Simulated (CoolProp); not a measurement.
Vapour-liquid equilibrium of CHF3 (R23) (1) + propylene (2) at 0.258 bar; x and y are mole fractions of (1).

Model: multi-fluid Helmholtz-energy mixture model, Penoncello 2003 and Lemmon 2013; pair parameters Bell 2016, in CoolProp.

```json
[
 {"x": "0.05", "bubble temperature (°C)": "-87.0", "y at the bubble point": "0.594", "dew temperature at overall composition x (°C)": "-74.6", "liquid density (mol/L)": "15.79"},
 {"x": "0.125", "bubble temperature (°C)": "-95.5", "y at the bubble point": "0.797", "dew temperature at overall composition x (°C)": "-75.9", "liquid density (mol/L)": "16.31"},
 {"x": "0.2", "bubble temperature (°C)": "-99.2", "y at the bubble point": "0.857", "dew temperature at overall composition x (°C)": "-77.3", "liquid density (mol/L)": "16.73"},
 {"x": "0.275", "bubble temperature (°C)": "-100.9", "y at the bubble point": "0.881", "dew temperature at overall composition x (°C)": "-78.8", "liquid density (mol/L)": "17.11"},
 {"x": "0.35", "bubble temperature (°C)": "-101.8", "y at the bubble point": "0.892", "dew temperature at overall composition x (°C)": "-80.4", "liquid density (mol/L)": "17.48"},
 {"x": "0.425", "bubble temperature (°C)": "-102.1", "y at the bubble point": "0.897", "dew temperature at overall composition x (°C)": "-82.2", "liquid density (mol/L)": "17.86"},
 {"x": "0.5", "bubble temperature (°C)": "-102.2", "y at the bubble point": "0.899", "dew temperature at overall composition x (°C)": "-84.2", "liquid density (mol/L)": "18.25"},
 {"x": "0.575", "bubble temperature (°C)": "-102.2", "y at the bubble point": "0.899", "dew temperature at overall composition x (°C)": "-86.4", "liquid density (mol/L)": "18.66"},
 {"x": "0.65", "bubble temperature (°C)": "-102.2", "y at the bubble point": "0.899", "dew temperature at overall composition x (°C)": "-88.9", "liquid density (mol/L)": "19.11"},
 {"x": "0.725", "bubble temperature (°C)": "-102.3", "y at the bubble point": "0.900", "dew temperature at overall composition x (°C)": "-92.0", "liquid density (mol/L)": "19.59"},
 {"x": "0.8", "bubble temperature (°C)": "-102.4", "y at the bubble point": "0.906", "dew temperature at overall composition x (°C)": "-95.7", "liquid density (mol/L)": "20.11"},
 {"x": "0.875", "bubble temperature (°C)": "-102.6", "y at the bubble point": "0.921", "dew temperature at overall composition x (°C)": "-100.5", "liquid density (mol/L)": "20.68"},
 {"x": "0.95", "bubble temperature (°C)": "-102.7", "y at the bubble point": "0.955", "dew temperature at overall composition x (°C)": "-102.7", "liquid density (mol/L)": "21.30"}
]
```

No azeotrope shows between x = 0.05 and 0.95.

The pair parameters rest on a limited set of measurements; away from them the model extrapolates. With so large a gap from Raoult's law the liquid may split in two, which this calculation doesn't test in full.
